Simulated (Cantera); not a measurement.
Feed: 1 mol FeS₂, 0.071 mol SO₂, 0.75 mol CO₂, at 1348 K.

Method: chemical equilibrium by Gibbs-energy minimisation in Cantera with the NASA 1993 tables (ideal gas, pure condensed phases). Candidate condensed phases: C, Fe, Fe(CO)₅, FeO, FeS, FeSO₄, FeS₂, Fe₂O₃, Fe₂(SO₄)₃, Fe₃O₄, S; 25 gas species. FeS: taken at fixed stoichiometry. Kinetics and transport are ignored.

Task: At 20.0 bar, list the 5 most abundant gas species with their mole fractions, and the condensed phases.

Result: CO₂ 0.512, S₂ 0.343, SO₂ 0.0750, CO 0.0328, COS 0.0229. Condensed: FeS(s).
